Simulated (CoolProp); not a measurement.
Methane along the isotherm 201.3 K: Z from the reference equation and from simpler models built on Tc = 190.6 K, pc = 4.599 MPa, ω = 0.011; each cubic takes its own stable root.

Values from CoolProp's reference Helmholtz-energy equation of state, Setzmann 1991.

| p (MPa) | phase | reference | Redlich-Kwong | Soave-Redlich-Kwong | Peng-Robinson |
|---|---|---|---|---|---|
| 3.83 | gas | 0.7075 | 0.7063 | 0.7066 | 0.6805 |
| 7.67 | supercritical | 0.3202 | 0.3612 | 0.3617 | 0.3311 |
| 11.5 | supercritical | 0.4024 | 0.4353 | 0.4356 | 0.3945 |
| 15.3 | supercritical | 0.4977 | 0.5259 | 0.5261 | 0.4750 |
| 19.2 | supercritical | 0.5952 | 0.6191 | 0.6193 | 0.5584 |
| 23 | supercritical | 0.6886 | 0.7085 | 0.7087 | 0.6386 |
| 26.8 | supercritical | 0.7804 | 0.7964 | 0.7966 | 0.7175 |
| 30.7 | supercritical | 0.8729 | 0.8850 | 0.8852 | 0.7972 |
| 34.5 | supercritical | 0.9616 | 0.9701 | 0.9703 | 0.8738 |
| 38.3 | supercritical | 1.049 | 1.054 | 1.054 | 0.9494 |
| 42.2 | supercritical | 1.137 | 1.139 | 1.139 | 1.026 |
| 46 | supercritical | 1.222 | 1.221 | 1.221 | 1.100 |
